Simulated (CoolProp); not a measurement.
A single-stage vapour-compression cycle with R404A: evaporating at 277.15 K (dew point), condensing at 330.15 K (bubble point), superheat 8 K, subcooling 2 K, compressor efficiency 0.7, no pressure losses. Each further row changes one setting.

Model: reference Helmholtz-energy equation of state, Lemmon 2003, in CoolProp. It is a pseudo-pure fit of the blend.

```json
[
 {"case": "as stated", "cooling COP": "2.22", "pressure ratio": "3.97", "discharge temperature (K)": "352.4", "refrigerating effect (kJ/kg)": "89.3", "volumetric capacity (kJ/m³)": "2930"},
 {"case": "evaporating temperature 282.15 K", "cooling COP": "2.59", "pressure ratio": "3.41", "discharge temperature (K)": "351.0", "refrigerating effect (kJ/kg)": "92.0", "volumetric capacity (kJ/m³)": "3520"},
 {"case": "condensing temperature 325.15 K", "cooling COP": "2.66", "pressure ratio": "3.55", "discharge temperature (K)": "346.4", "refrigerating effect (kJ/kg)": "98.6", "volumetric capacity (kJ/m³)": "3240"},
 {"case": "subcooling 7 K", "cooling COP": "2.47", "pressure ratio": "3.97", "discharge temperature (K)": "352.4", "refrigerating effect (kJ/kg)": "99.2", "volumetric capacity (kJ/m³)": "3260"},
 {"case": "superheat 18 K", "cooling COP": "2.31", "pressure ratio": "3.97", "discharge temperature (K)": "362.1", "refrigerating effect (kJ/kg)": "99.3", "volumetric capacity (kJ/m³)": "3080"},
 {"case": "compressor efficiency 0.6", "cooling COP": "1.91", "pressure ratio": "3.97", "discharge temperature (K)": "357.4", "refrigerating effect (kJ/kg)": "89.3", "volumetric capacity (kJ/m³)": "2930"}
]
```
